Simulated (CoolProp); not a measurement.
Model: reference Helmholtz-energy equation of state, Penoncello 2003, in CoolProp.

Give the vapour pressure (MPa), liquid density (kg/m³), liquid cp (kJ/(kg K)), liquid viscosity (µPa s) of saturated CHF3 (R23) at 228.8, 246, 271.9 K.


```tsv
T (K)	p (MPa)	liquid density (kg/m³)	liquid cp (kJ/(kg K))	liquid viscosity (µPa s)
228.8	0.599	1290	1.35	176
246	1.11	1210	1.45	139
271.9	2.41	1040	1.82	94.5
```

Viscosity comes from a separate model (Shan 2000).
